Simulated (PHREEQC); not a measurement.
1 kg of water holding 0.033 mol MgCl2, 0.098 mol NaCl, 0.54 mol KCl and 0.16 mol CaCl2 is evaporated at 50 °C; the solids stay in contact with the brine. No CO2 enters from the air. The run lets Bischofite, Brucite, Carnallite, Halite, Portlandite, Sylvite, MgCl2_4H2O precipitate or redissolve, and no other solid.

The series has 18 steps of water left (kg), from 1 to 0.03564.

Equilibrium calculation in PHREEQC: Pitzer model, pitzer.dat.

Which solids form, in which order, and at which step of the series does each first stand?

Sylvite from water left = 0.1407 kg; Halite from water left = 0.06418 kg.

Species that the database lacks are ignored. Constants without temperature data keep their 25 °C values here.
